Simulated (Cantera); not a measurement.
**Premixed flame**

A freely propagating, adiabatic, planar premixed flame of CH4 : C2H6 : O2 : N2 : CO2 = 1 : 0.061 : 3.35 : 12.6 : 0.4 (molar parts), unburnt at 648 K and 81000 Pa; mixture-averaged transport, grid criteria slope 0.08 and curve 0.16, no radiation.

Detailed kinetics in Cantera: GRI-Mech 3.0 (53 species, 325 reactions). Burning velocities carry a grid error of a few per cent, more on coarse grids.

| z (mm) | T (K) | u (m/s) | x CH4 | x C2H6 | x O2 | x C2H2 | x H2O | x NO2 |
|---|---|---|---|---|---|---|---|---|
| -1.57 | 648 | 0.919 | 0.0574 | 0.00350 | 0.192 | <1e-8 | 8.86e-5 | <1e-8 |
| -1.04 | 651 | 0.924 | 0.0571 | 0.00350 | 0.192 | 2.07e-8 | 0.000641 | <1e-8 |
| -0.783 | 659 | 0.937 | 0.0565 | 0.00348 | 0.191 | 1.01e-7 | 0.00213 | <1e-8 |
| -0.522 | 705 | 1.01 | 0.0537 | 0.00339 | 0.187 | 7.38e-7 | 0.00885 | 1.61e-8 |
| -0.261 | 965 | 1.39 | 0.0392 | 0.00258 | 0.164 | 6.99e-6 | 0.0388 | 2.36e-8 |
| -0.130 | 1263 | 1.83 | 0.0224 | 0.00124 | 0.135 | 1.86e-5 | 0.0693 | 1.02e-8 |
| 0 | 1564 | 2.27 | 0.00578 | 8.95e-5 | 0.101 | 2.48e-5 | 0.0993 | <1e-8 |
| 0.130 | 1693 | 2.46 | 0.000478 | 3.43e-7 | 0.0814 | 2.64e-6 | 0.112 | <1e-8 |
| 0.261 | 1740 | 2.52 | 2.33e-5 | <1e-8 | 0.0747 | 6.06e-8 | 0.114 | <1e-8 |
| 0.522 | 1799 | 2.59 | 7.10e-8 | <1e-8 | 0.0703 | <1e-8 | 0.115 | <1e-8 |
| 1.04 | 1868 | 2.68 | <1e-8 | <1e-8 | 0.0677 | <1e-8 | 0.118 | <1e-8 |
| 2.09 | 1928 | 2.75 | <1e-8 | <1e-8 | 0.0662 | <1e-8 | 0.121 | <1e-8 |
| 4.18 | 1968 | 2.80 | <1e-8 | <1e-8 | 0.0654 | <1e-8 | 0.123 | <1e-8 |
x: mole fraction of selected species; z is measured from the peak of heat release.

```json
{
  "laminar_burning_velocity": "91.8 cm/s",
  "thermal_thickness": "0.522 mm",
  "peak x(C2H2)": "2.77e-5",
  "grid_points": "124"
}
```
